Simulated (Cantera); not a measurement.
Feed: 1 mol Si, 5.3 mol NF3, 14 mol N2, equilibrated at 775 K and 1.20e-5 bar.

Cantera equilibrium calculation (NASA polynomials, part measured and part estimated; ideal gas, pure solids and liquids). Candidate condensed phases: Si, Si3N4; 16 gas species. Kinetics and transport are ignored.

Base state: N2 0.588, F 0.334, F2 0.0429, SiF4 0.0353 (mole fractions); condensed: gas only.

Task: What changes in the equilibrium state with this change: temperature from 775 K to 848.15 K?

Result: 
```tsv
species	before	after
N2	0.588	0.567
F	0.334	0.392
SiF4	0.0353	0.0341
F2	0.0429	0.00660
```
